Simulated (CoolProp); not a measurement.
Vapour pressure (MPa) of R152A: the reference equation beside estimates from Tc = 386.4 K, pc = 4.517 MPa, ω = 0.275.

Computed with CoolProp (reference Helmholtz-energy equation of state, Outcalt 1996). It is a modified Benedict-Webb-Rubin equation, recast in Helmholtz form.

```csv
T (K),reference,Lee-Kesler,van der Waals,Redlich-Kwong,Soave-Redlich-Kwong
290.7,0.4754,0.4792,1.295,0.7054,0.4795
293.8,0.5232,0.5277,1.363,0.7648,0.5283
297,0.5764,0.5816,1.435,0.8297,0.5826
300.1,0.6316,0.6376,1.508,0.8962,0.6391
303.2,0.6908,0.6975,1.582,0.9663,0.6997
306.3,0.7541,0.7614,1.659,1.040,0.7644
309.5,0.8239,0.8319,1.741,1.120,0.8359
312.6,0.8960,0.9047,1.823,1.202,0.9098
315.7,0.9728,0.9820,1.907,1.288,0.9884
318.8,1.054,1.064,1.994,1.377,1.072
322,1.144,1.154,2.086,1.474,1.164
325.1,1.236,1.247,2.177,1.573,1.258
328.2,1.333,1.344,2.271,1.675,1.358
```

Absolute difference from the reference over all 13 rows, mean and median: Lee-Kesler 0.9 and 0.9 %, van der Waals 115.3 and 111.3 %, Redlich-Kwong 36.4 and 35.9 %, Soave-Redlich-Kwong 1.4 and 1.5 %.
